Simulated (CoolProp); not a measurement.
n-hexane at 347.3 K and 10.4 MPa is throttled through a valve to 4.98 MPa with no heat exchange. Each further row changes one setting.

Values from CoolProp's reference Helmholtz-energy equation of state, Thol 2019.

| case | temperature change (K) | final density (kg/m³) |
|---|---|---|
| as stated | +1.7 | 614 |
| outlet pressure 1.49 MPa | ? | ? |
| outlet pressure 6.47 MPa | +1.3 | ? |

Q: What belongs in the gaps?

A: 
- outlet pressure 1.49 MPa, temperature change (K): +2.8
- outlet pressure 1.49 MPa, final density (kg/m³): 608
- outlet pressure 6.47 MPa, final density (kg/m³): 617
